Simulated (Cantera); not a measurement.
Silicon epitaxy and polysilicon growth: SiHCl3 + HCl + N2

Input: 1 mol SiHCl3, 0.11 mol HCl, 59 mol N2, at 0.133 bar.

These are equilibrium values from Cantera (NASA tables, ideal gas, pure condensed phases), not measurements of a reactor. Candidate condensed phases: NH4Cl, Si, Si3N4; 28 gas species. N2 is the only nitrogen source here; it is nearly inert below about 1500 K, so the nitride shown seldom forms there in practice. The tables' values for SiCl3 are old estimates; treat these amounts as uncertain. The numbers say what is thermodynamically allowed, not how fast it happens.

```
T (K)   x N2   x HCl   x SiCl2   x SiCl4   x SiCl3      x H2      x Cl  n Si3N4(s)
-----  -----  ------  --------  --------  --------  --------  --------  ----------
1125   0.974  0.0165   4.33e-6   0.00871   5.54e-5  0.000931   5.86e-8       0.157
1175   0.974  0.0166   1.54e-5   0.00864  0.000117  0.000880   1.65e-7       0.157
1225   0.974  0.0167   4.92e-5   0.00851  0.000230  0.000837   4.25e-7       0.156
1275   0.974  0.0168  0.000142   0.00830  0.000426  0.000803   1.02e-6       0.155
1325   0.973  0.0168  0.000375   0.00793  0.000740  0.000780   2.26e-6       0.151
1375   0.973  0.0168  0.000900   0.00731   0.00120  0.000772   4.71e-6       0.144
1425   0.972  0.0168   0.00196   0.00634   0.00178  0.000785   9.16e-6       0.130
1475   0.971  0.0166   0.00383   0.00497   0.00237  0.000834   1.66e-5       0.107
1525   0.970  0.0164   0.00659   0.00336   0.00273  0.000943   2.77e-5      0.0767
1575   0.969  0.0159   0.00981   0.00188   0.00265   0.00115   4.25e-5      0.0421
1625   0.967  0.0152    0.0128  0.000878   0.00220   0.00148   6.03e-5      0.0107
1675   0.967  0.0152    0.0140  0.000508   0.00185   0.00148   9.84e-5           0
1725   0.967  0.0156    0.0144  0.000354   0.00165   0.00126  0.000174           0
```
x: gas mole fraction; n: condensed amount in mol.

From 1125 K to 1625 K the condensed part is Si3N4(s). From 1675 K to 1725 K nothing is condensed. The main Si-bearing gas is SiCl4 at 1125 K and SiCl2 at 1725 K.
